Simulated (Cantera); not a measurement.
An isothermal, constant-pressure homogeneous reactor starts with CH4 : H2 = 1 : 2.6 (molar parts), at 1800 K and 2670 Pa.

Computed with Cantera and GRI-Mech 3.0 (53 species, 325 reactions). GRI-Mech 3.0 stops at C3 and has no aromatics, soot or wall deposition, so with more carbon than oxygen in the feed, carbon stays in small species such as C2H2 where larger ones or solid carbon would form. Radical loss at walls, strong at low pressure, is not modelled.

x: mole fraction; the columns are a selection and need not sum to one.

```csv
t (s),x CH4,x H2,x CH2,x C2H4,x H,x CH3
8.00e-5,0.278,0.722,1.49e-9,2.14e-8,?,9.87e-5
0.000218,0.277,0.722,1.30e-8,5.35e-7,?,0.000271
0.000594,0.277,0.722,9.79e-8,1.15e-5,?,0.000740
0.00162,0.275,0.723,6.45e-7,0.000220,?,0.00200
0.00442,0.261,0.729,3.16e-6,0.00273,?,0.00491
0.0120,0.197,0.767,4.61e-6,0.00445,?,0.00540
0.0328,0.110,0.821,3.43e-6,0.00149,?,0.00330
0.0894,0.0462,0.861,2.24e-6,0.000337,?,0.00158
0.244,0.0150,0.880,1.20e-6,9.31e-5,?,0.000609
0.665,0.00444,0.887,4.85e-7,6.25e-5,0.00200,0.000201
1.81,0.00144,0.888,1.74e-7,5.98e-5,0.00207,6.75e-5
4.94,0.000597,0.889,7.39e-8,5.96e-5,0.00208,2.82e-5
13.5,0.000430,0.889,5.35e-8,5.96e-5,0.00208,2.03e-5
36.7,0.000424,0.889,5.28e-8,5.96e-5,0.00208,2.00e-5
100,0.000424,0.889,5.28e-8,5.96e-5,0.00208,2.00e-5
```

### Question
Complete the blanks.

### Answer

- 8.00e-5, x H: 1.46e-5
- 0.000218, x H: 3.70e-5
- 0.000594, x H: 9.81e-5
- 0.00162, x H: 0.000266
- 0.00442, x H: 0.000700
- 0.0120, x H: 0.00107
- 0.0328, x H: 0.00124
- 0.0894, x H: 0.00148
- 0.244, x H: 0.00177
